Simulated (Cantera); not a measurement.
An isothermal, constant-pressure homogeneous reactor starts with CH₄ : N₂ = 1 : 13 (molar parts), at 1325 K and 1.01 bar. Integrator tolerance rtol = 1e-08.

Detailed kinetics in Cantera: GRI-Mech 3.0 (53 species, 325 reactions). GRI-Mech 3.0 stops at C3 and has no aromatics, soot or wall deposition, so with more carbon than oxygen in the feed, carbon stays in small species such as C2H2 where larger ones or solid carbon would form.

### Question
What does this change do: temperature 1325 to 1848 K?

### Answer
```tsv
quantity	before	after
x(CH₄) at 1.00 s	0.0704 (gas-phase equilibrium 0.0144)	0.000236 (gas-phase equilibrium 0.000114)
x(H) at 1.00 s	8.51e-9 (gas-phase equilibrium 4.59e-7)	0.000167 (gas-phase equilibrium 0.000168)
x(C₂H) at 1.00 s	<1e-12 (gas-phase equilibrium 2.58e-11)	5.94e-7 (gas-phase equilibrium 1.38e-7)
x(CH₂) at 1.00 s	3.92e-11 (gas-phase equilibrium 6.18e-12)	1.56e-8 (gas-phase equilibrium 7.57e-9)
x(C₂H₂) at 1.00 s	0.000136 (gas-phase equilibrium 0.00804)	0.0332 (gas-phase equilibrium 0.00773)
x(H₂) at 1.00 s	0.00104 (gas-phase equilibrium 0.0786)	0.0995 (gas-phase equilibrium 0.0997)
```
